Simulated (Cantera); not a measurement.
Cantera with NASA thermochemical tables; ideal gases at 1 bar, condensed phases pure. Values are per mole of reaction as written; species without (g) are pure solids or liquids, kept so even where they would boil at 1 bar.

Problem. Between 473 and 873 K, where is each reaction favourable under standard conditions?
- S + 2 K + 4 O(g) ⇌ K₂SO₄

Solution. 
- S + 2 K + 4 O(g) ⇌ K₂SO₄: ΔG° is -2132 kJ at 473 K and -1865 kJ at 873 K; it stays negative (K > 1). ΔH° is -2437 kJ and ΔS° -655 J/K at 873 K.
